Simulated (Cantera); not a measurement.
Input (Python, Cantera):

```python
import numpy as np
import cantera as ct

gas = ct.Solution("gri30.yaml")
gas.TPX = 1950, 1333, {'C2H6': 1, 'N2': 24}
reactor = ct.IdealGasConstPressureReactor(gas, energy="off", clone=False)
net = ct.ReactorNet([reactor])
net.rtol, net.atol = 1e-08, 1e-18
show = ['C2H6', 'CH4', 'CH3', 'H2', 'C2H4', 'C2H2']
times = np.geomspace(7e-05, 40, 14)

steps = ct.SolutionArray(gas, extra=["t"])
rows = []
print(f"{'t/s':>10s}{'T/K':>9s}{'P/Pa':>11s}" + "".join(f"{s:>11s}" for s in show))
for t in times:
    while net.time < t:
        t_next = net.step()
        steps.append(gas.state, t=t_next)
    rows.append([np.interp(t, steps.t, y) for y in (steps.T, steps.P, *steps(*show).X.T)])
    print(f"{t:10.3e}{rows[-1][0]:9.1f}{rows[-1][1]:11.4g}" + "".join(f"{x:11.3e}" for x in rows[-1][2:]))
rate = np.gradient(steps.T, steps.t)
print("integrator steps:", len(steps.t))
if steps.T.max() > steps.T[0] + 200:
    print(f"time of steepest temperature rise: {steps.t[rate.argmax()]:.4e} s")
gas.TPX = 1950, 1333, {'C2H6': 1, 'N2': 24}
gas.equilibrate("TP")
print(f"equilibrium (TP): T = {gas.T:.1f} K  " + "  ".join(f"{s} {gas[s].X[0]:.3e}" for s in show))
```

Result:

```
       t/s      T/K       P/Pa       C2H6        CH4        CH3         H2       C2H4       C2H2
 7.000e-05   1950.0       1333  2.198e-02  7.820e-04  2.650e-02  1.903e-03  1.792e-03  2.042e-05
 1.941e-04   1950.0       1333  4.219e-03  3.630e-03  3.209e-02  1.516e-02  1.146e-02  2.508e-03
 5.380e-04   1950.0       1333  4.497e-05  6.590e-03  1.084e-02  4.367e-02  8.753e-03  1.938e-02
 1.492e-03   1950.0       1333  3.612e-06  5.760e-03  3.316e-03  5.965e-02  2.058e-03  3.058e-02
 4.135e-03   1950.0       1333  8.802e-07  4.390e-03  1.493e-03  6.540e-02  3.404e-04  3.385e-02
 1.146e-02   1950.0       1333  2.673e-07  3.166e-03  7.771e-04  6.825e-02  8.642e-05  3.503e-02
 3.178e-02   1950.0       1333  8.647e-08  2.019e-03  4.321e-04  7.033e-02  2.748e-05  3.579e-02
 8.811e-02   1950.0       1333  2.256e-08  9.488e-04  2.238e-04  7.203e-02  7.308e-06  3.639e-02
 2.443e-01   1950.0       1333  2.666e-09  2.611e-04  8.085e-05  7.301e-02  1.204e-06  3.676e-02
 6.772e-01   1950.0       1333  9.051e-11  3.658e-05  1.614e-05  7.313e-02  3.913e-07  3.686e-02
 1.877e+00   1950.0       1333  1.790e-13  1.093e-06  6.866e-07  7.284e-02  3.315e-07  3.685e-02
 5.204e+00   1950.0       1333  4.942e-14  2.197e-07  1.605e-07  7.264e-02  3.187e-07  3.684e-02
 1.443e+01   1950.0       1333  4.826e-14  2.004e-07  1.475e-07  7.264e-02  3.181e-07  3.684e-02
 4.000e+01   1950.0       1333  4.847e-14  2.043e-07  1.503e-07  7.264e-02  3.181e-07  3.683e-02
integrator steps: 1586
equilibrium (TP): T = 1950.0 K  C2H6 4.432e-14  CH4 4.964e-07  CH3 3.652e-07  H2 7.264e-02  C2H4 7.296e-08  C2H2 8.445e-03
```

Model: GRI-Mech 3.0 (53 species, 325 reactions), integrated in Cantera. GRI-Mech 3.0 stops at C3 and has no aromatics, soot or wall deposition, so with more carbon than oxygen in the feed, carbon stays in small species such as C2H2 where larger ones or solid carbon would form. Radical loss at walls, strong at low pressure, is not modelled.
